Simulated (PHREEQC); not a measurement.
Solution (20 °C): 0.00079 mol H2SeO4, 0.0037 mol H2SO4 and 0.00072 mol HCl per kg of water. Closed to the air; pH follows from the charge balance.

Computed with PHREEQC (ion-association model, wateq4f.dat).

The pH is 2.12 and the ionic strength is 0.0115 mol/kgw. The total alkalinity is -9.70 meq/kg.

```csv
species,molality,activity,log γ
H+,0.00835,0.00760,-0.041
SO4-2,0.00249,0.00163,-0.185
HSO4-,0.00120,0.00108,-0.047
Cl-,0.000720,0.000644,-0.048
SeO4-2,0.000649,0.000420,-0.189
HSeO4-,0.000141,0.000127,-0.047
```

No solid was allowed to form. Species that the database lacks are ignored.
